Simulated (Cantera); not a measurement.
A Cantera script and what it prints.

```python
import numpy as np
import cantera as ct

gas_names = [...]  # 109 gases of nasa_gas.yaml made of C, Cl, H, Si
cond_names = """
    C(gr) C6H6(L) C7H8(L) C8H18(L),n-octa Si(cr) Si(L) SiC(b)
""".split()


# ... load() reads the species with a 1 bar reference pressure and builds the phases ...
atoms = {
    'SiHCl3': {'Si': 1, 'H': 1, 'CL': 3},
    'C2H4': {'C': 2, 'H': 4},
    'H2': {'H': 2},
}
top_T = {'C(gr)': 4500, 'SiC(b)': 3050}  # K; cautious upper limits of use, not melting points


# ... equilibrate(T, P, feed) seeds the gas with the atoms and calls Mixture.equilibrate('TP', solver="vcs", rtol=1e-11, max_steps=5000) ...
results = []
feed = {'SiHCl3': 1, 'C2H4': 0.026, 'H2': 5.6}  # mol
T = 975  # K
P = 100000  # Pa
mix = equilibrate(T, P, feed)
results.append((T, P, feed, dict(zip(mix.species_names, mix.species_moles))))
x = sorted(zip(gas.X, gas.species_names), reverse=True)
print(f"T = {T:g} K  P = {P:g} Pa  gas = {mix.phase_moles(0):.4g} mol")
print("   x: " + "  ".join(f"{s} {v:.3e}" for v, s in x if v > 0.0001))
print("   condensed (mol): " + ("  ".join(f"{mix.phase(i).name} {mix.phase_moles(i):.4g}"
      for i in range(1, mix.n_phases) if mix.phase_moles(i) > 1e-12) or "none"))
```

It prints:

```
T = 975 K  P = 100000 Pa  gas = 6.834 mol
   x: H2 8.715e-01  SiCL4 7.323e-02  SiHCL3 4.341e-02  HCL 8.404e-03  SiH2CL2 2.695e-03  SiCL3 5.817e-04  SiCL2 1.308e-04
   condensed (mol): Si(cr) 0.1275  SiC(b) 0.0518
```

Cantera equilibrium calculation (NASA polynomials, part measured and part estimated; ideal gas, pure solids and liquids). The tables' values for SiCl3 are old estimates; treat these amounts as uncertain.
